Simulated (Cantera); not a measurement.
Gas-phase reforming

An isothermal, constant-pressure homogeneous reactor starts with 29.3 % CH₄, 64.5 % H₂O, 6.16 % H₂, at 1598 K and 12.0 bar.

Detailed kinetics in Cantera: GRI-Mech 3.0 (53 species, 325 reactions). The pressure lies above the range GRI-Mech 3.0 was tuned for (to about 10 atm).

```
t (s)      x CH₄  x H₂O    x H₂     x CH₃      x O₂
--------  ------  -----  ------  --------  --------
2.00e-6    0.293  0.645  0.0616   3.01e-5    <1e-12
8.60e-6    0.293  0.645  0.0616   9.51e-5    <1e-12
3.69e-5    0.293  0.645  0.0619  0.000128    <1e-12
0.000159   0.291  0.645  0.0632  0.000162  2.65e-12
0.000682   0.282  0.642  0.0709  0.000179  1.64e-11
0.00293    0.250  0.626   0.106  0.000151  2.65e-11
0.0126     0.175  0.586   0.191  0.000101  1.04e-11
0.0541     0.118  0.532   0.273   7.04e-5  6.20e-12
0.233      0.114  0.454   0.338   6.17e-5  3.89e-12
1.00      0.0880  0.350   0.438   4.16e-5  1.88e-12
```
x: mole fraction; the columns are a selection and need not sum to one.

Equilibrium at this temperature and pressure: CH₄ 3.84e-5, H₂O 0.203, H₂ 0.612, CH₃ 1.54e-8, O₂ <1e-12 (gas phase only).
